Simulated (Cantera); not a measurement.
# Premixed flame

A freely propagating, adiabatic, planar premixed flame of 8.61 % CH4, 17.2 % O2, 64.7 % N2, 9.47 % H2O, unburnt at 375 K and 4730 Torr; mixture-averaged transport, grid criteria slope 0.08 and curve 0.16, no radiation.

Cantera simulation using GRI-Mech 3.0 (53 species, 325 reactions); the numbers are that mechanism's predictions, not measurements. Burning velocities carry a grid error of a few per cent, more on coarse grids.

| z (mm) | T (K) | u (m/s) | x CH4 | x O2 | x H2O | x HCN | x HO2 | x O |
|---|---|---|---|---|---|---|---|---|
| -0.605 | 376 | 0.144 | 0.0860 | 0.172 | 0.0947 | <1e-8 | 1.91e-8 | <1e-8 |
| -0.403 | 382 | 0.146 | 0.0855 | 0.171 | 0.0955 | <1e-8 | 2.25e-7 | <1e-8 |
| -0.302 | 404 | 0.155 | 0.0840 | 0.170 | 0.0985 | 1.06e-8 | 1.16e-6 | <1e-8 |
| -0.202 | 534 | 0.206 | 0.0765 | 0.160 | 0.114 | 9.73e-8 | 9.84e-6 | <1e-8 |
| -0.101 | 1026 | 0.399 | 0.0486 | 0.116 | 0.166 | 6.71e-7 | 7.57e-5 | 1.46e-7 |
| -0.0504 | 1435 | 0.560 | 0.0242 | 0.0748 | 0.205 | 1.35e-6 | 0.000114 | 7.59e-6 |
| 0 | 1827 | 0.711 | 0.00303 | 0.0306 | 0.241 | 2.26e-6 | 5.69e-5 | 0.000139 |
| 0.0504 | 1978 | 0.765 | 2.96e-5 | 0.0130 | 0.252 | 1.10e-6 | 1.39e-5 | 0.000413 |
| 0.101 | 2035 | 0.784 | 2.20e-7 | 0.00873 | 0.255 | 2.84e-7 | 7.17e-6 | 0.000319 |
| 0.202 | 2083 | 0.801 | <1e-8 | 0.00585 | 0.259 | 3.12e-8 | 3.09e-6 | 0.000170 |
| 0.403 | 2115 | 0.812 | <1e-8 | 0.00397 | 0.262 | <1e-8 | 1.29e-6 | 8.51e-5 |
| 0.806 | 2133 | 0.818 | <1e-8 | 0.00292 | 0.263 | <1e-8 | 6.56e-7 | 5.02e-5 |
| 1.61 | 2140 | 0.820 | <1e-8 | 0.00249 | 0.264 | <1e-8 | 4.72e-7 | 3.87e-5 |
x: mole fraction of selected species; z is measured from the peak of heat release.

The laminar burning velocity is 14.3 cm/s. The thermal thickness is 0.202 mm and the peak x(HCN) is 2.29e-6. The peak x(HO2) is 0.000114, the peak x(O) comes out as 0.000413 and the grid points comes out as 128.
